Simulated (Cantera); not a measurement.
# Equilibrium for thermal oxidation and active oxidation of silicon: Si + N2O + H2

Feed: 1 mol Si, 0.73 mol N2O, 100 mol H2, equilibrated at 0.100 bar.

Method: chemical equilibrium by Gibbs-energy minimisation in Cantera with the NASA 1993 tables (ideal gas, pure condensed phases). Candidate condensed phases: H2O, Si, SiO2, Si2N2O, Si3N4; 35 gas species. Mutual solubility and eutectic melting of coexisting phases are not modelled. The tables hold silica as quartz up to 1696 K and as liquid above; real silica turns to tridymite and cristobalite and melts near 1996 K. Gases not in the tables: Si2H6 and higher silanes. Kinetics and transport are ignored.

| T (K) | x H2 | x N2 | x SiO | x H | x Si | x SiH2 | x SiH | x H2O | n SiO2(β-quartz) | n Si2N2O(s) | n Si(l) |
|---|---|---|---|---|---|---|---|---|---|---|---|
| 1523 | 0.996 | 0.00323 | 0.000595 | 7.29e-5 | 1.04e-9 | 1.15e-8 | 9.60e-10 | 5.53e-5 | 0.130 | 0.405 | 0 |
| 1573 | 0.994 | 0.00369 | 0.00200 | 0.000128 | 6.51e-9 | 4.32e-8 | 4.94e-9 | 6.37e-5 | 0.0821 | 0.358 | 0 |
| 1623 | 0.991 | 0.00452 | 0.00448 | 0.000218 | 4.66e-8 | 1.91e-7 | 2.95e-8 | 4.06e-5 | 0 | 0.274 | 0 |
| 1673 | 0.991 | 0.00456 | 0.00455 | 0.000358 | 7.45e-7 | 1.95e-6 | 3.96e-7 | 5.07e-6 | 0 | 0.270 | 0 |
| 1723 | 0.990 | 0.00467 | 0.00467 | 0.000574 | 9.83e-6 | 1.68e-5 | 4.45e-6 | 7.43e-7 | 0 | 0.259 | 0.00814 |
| 1773 | 0.985 | 0.00719 | 0.00719 | 0.000893 | 2.13e-5 | 2.43e-5 | 8.25e-6 | 9.57e-7 | 0 | 0 | 0.264 |
| 1823 | 0.984 | 0.00719 | 0.00719 | 0.00136 | 4.42e-5 | 3.46e-5 | 1.48e-5 | 8.12e-7 | 0 | 0 | 0.260 |
| 1873 | 0.983 | 0.00719 | 0.00719 | 0.00202 | 8.82e-5 | 4.82e-5 | 2.58e-5 | 6.95e-7 | 0 | 0 | 0.253 |
| 1923 | 0.982 | 0.00718 | 0.00718 | 0.00295 | 0.000170 | 6.61e-5 | 4.35e-5 | 6.00e-7 | 0 | 0 | 0.241 |
| 1973 | 0.981 | 0.00717 | 0.00718 | 0.00423 | 0.000316 | 8.91e-5 | 7.15e-5 | 5.22e-7 | 0 | 0 | 0.220 |
x: gas mole fraction; n: condensed amount in mol.

From 1523 K to 1573 K the condensed part is SiO2(β-quartz) + Si2N2O(s). From 1623 K to 1673 K the condensed part is Si2N2O(s). At 1723 K the condensed part is Si(l) + Si2N2O(s). From 1773 K to 1973 K the condensed part is Si(l). The main Si-bearing gas is SiO throughout. The share of Si in condensed phases is highest at 1523 K (94.0 %) and lowest at 1973 K (22.0 %).
